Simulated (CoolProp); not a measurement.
Properties of ethanol along the isotherm 620 K (Tc = 514.7 K, pc = 6268 kPa, ω = 0.644).

Computed with CoolProp (reference Helmholtz-energy equation of state, Schroeder 2014).

```tsv
p (kPa)	phase	Prandtl number	fugacity coefficient
241	gas	0.812	0.9953
482	gas	0.813	0.9907
723	gas	0.814	0.9860
964	gas	0.815	0.9814
1210	gas	0.817	0.9767
1450	gas	0.818	0.9721
1690	gas	0.820	0.9675
1930	gas	0.822	0.9629
2170	gas	0.824	0.9584
2410	gas	0.826	0.9538
2650	gas	0.828	0.9493
2890	gas	0.831	0.9447
3130	gas	0.833	0.9402
```

Viscosity comes from a separate model (Kiselev 2005). Thermal conductivity comes from a separate model (Assael 2013).
